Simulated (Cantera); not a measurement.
What does this Cantera script print?

```python
import numpy as np
import cantera as ct

surf = ct.Interface("diamond.yaml", "diamond_100")
gas, bulk = surf.adjacent["gas"], surf.adjacent["diamond"]
k = surf.kinetics_species_index(bulk.species_names[0])
cover = ["c6HH", "c6H*", "c6*H", "c6**", "c6HM", "c6B"]

rows, drift = [], 0.0
print(f"{'P':>10s}{'um/h':>11s}" + "".join(f"{s:>11s}" for s in cover))
for v in [880, 1300, 1800, 2600, 3700, 5400, 7700, 11000]:
    T, P, xH, xCH3 = 1200, v, 0.031, 0.0004
    gas.TPX = T, P, {"H": xH, "CH3": xCH3, "CH4": 0.013, "H2": 1 - xH - xCH3 - 0.013}
    surf.TP = bulk.TP = T, P
    surf.coverages = "c6H*:0.1, c6HH:0.9"
    surf.advance_coverages(100.0)
    before = surf.coverages
    surf.advance_coverages(100.0)
    drift = max(drift, np.max(np.abs(surf.coverages - before) / (surf.coverages + 1e-9)))
    rate = surf.net_production_rates[k] * bulk.mean_molecular_weight / bulk.density * 3.6e9
    rows.append([rate, *surf[cover].coverages])
    print(f"{v:10.4g}{rate:11.4e}" + "".join(f"{x:11.3e}" for x in rows[-1][1:]))
```

Output:

```
         P       um/h       c6HH       c6H*       c6*H       c6**       c6HM        c6B
       880 1.3169e+00  4.370e-01  3.848e-02  4.918e-01  3.088e-02  9.804e-04  3.573e-09
      1300 2.4020e+00  4.368e-01  3.849e-02  4.916e-01  3.087e-02  1.270e-03  6.518e-09
      1800 3.9016e+00  4.366e-01  3.851e-02  4.913e-01  3.086e-02  1.535e-03  1.059e-08
      2600 6.6001e+00  4.364e-01  3.854e-02  4.910e-01  3.086e-02  1.841e-03  1.791e-08
      3700 1.0664e+01  4.362e-01  3.859e-02  4.906e-01  3.086e-02  2.125e-03  2.894e-08
      5400 1.7369e+01  4.360e-01  3.869e-02  4.903e-01  3.088e-02  2.401e-03  4.713e-08
      7700 2.6839e+01  4.359e-01  3.882e-02  4.899e-01  3.091e-02  2.623e-03  7.283e-08
   1.1e+04 4.0799e+01  4.357e-01  3.903e-02  4.895e-01  3.095e-02  2.808e-03  1.107e-07
```

Detailed kinetics in Cantera: the Harris–Goodwin 1993 mechanism for the reconstructed diamond (100) surface.
